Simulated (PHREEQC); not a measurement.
AlCl3 is added in steps, without added water, to 1 kg of water holding 0.00065 mol PbCl2, 0.00043 mol KBr and 0.00064 mol Zn(NO3)2, at 25 °C. Oxygen is held at 0.21 atm. CO2 from the air is kept out. The run lets Al(OH)3(a), Zn(OH)2-e, Zn5(OH)8Cl2, Litharge, Cotunnite, Laurionite, PbBr2 precipitate or redissolve, and no other solid.

Base run: PHREEQC, ion-association model, wateq4f.dat. Each further column changes one thing. The table gives PbCl+ (mol/kgw).

```tsv
AlCl3 added (mol)	base	diluted 100-fold with water	KBr from 0.00043 to 0.00086 mol/kgw	temperature from 25 to 40 °C	no solid may form
0	2.31e-5	…	2.25e-5	3.19e-5	2.31e-5
0.00039	4.06e-5	2.39e-7	3.96e-5	5.54e-5	4.06e-5
0.00078	5.57e-5	4.25e-7	5.45e-5	7.53e-5	5.57e-5
0.00117	6.91e-5	…	6.77e-5	9.27e-5	6.91e-5
0.00156	8.12e-5	7.23e-7	7.97e-5	…	8.12e-5
0.00195	9.22e-5	8.48e-7	9.06e-5	0.000122	9.22e-5
0.00234	0.000102	9.60e-7	0.000101	0.000135	0.000102
0.00273	0.000112	…	0.000110	…	0.000112
0.00312	0.000120	1.16e-6	0.000119	0.000157	0.000120
0.00351	0.000129	1.25e-6	0.000127	…	0.000129
0.0039	0.000136	1.33e-6	0.000134	…	0.000136
```

Task: What belongs in the gaps?

Result: 
- 0, diluted 100-fold with water: 3.10e-9
- 0.00117, diluted 100-fold with water: 5.83e-7
- 0.00156, temperature from 25 to 40 °C: 0.000108
- 0.00273, diluted 100-fold with water: 1.06e-6
- 0.00273, temperature from 25 to 40 °C: 0.000146
- 0.00351, temperature from 25 to 40 °C: 0.000166
- 0.0039, temperature from 25 to 40 °C: 0.000175

 Constants without temperature data keep their 25 °C values here.
